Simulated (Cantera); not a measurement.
Mixture: 40.3 % H₂, 12.6 % O₂, 47.1 % N₂, equivalence ratio 1.6, at 7500 Torr, adiabatic and at constant volume. Ignition delay is the time to a rise of 400 K.

Computed with Cantera and the H2/O2 subset of GRI-Mech 3.0, which has no nitrogen chemistry. The hydrogen kinetics of GRI-Mech 3.0 are dated; newer H2 mechanisms differ, most at raised pressure.

Question: Predict: delay at 1025 K; delay at 1125 K; delay at 1225 K; delay at 1325 K; apparent activation energy between 1275 and 1375 K.

Answer: 
| Quantity | Value |
|---|---|
| delay at 1025 K | 3.73 ms |
| delay at 1125 K | 0.401 ms |
| delay at 1225 K | 26.8 µs |
| delay at 1325 K | 4.04 µs |
| apparent activation energy between 1275 and 1375 K | 150 kJ/mol |
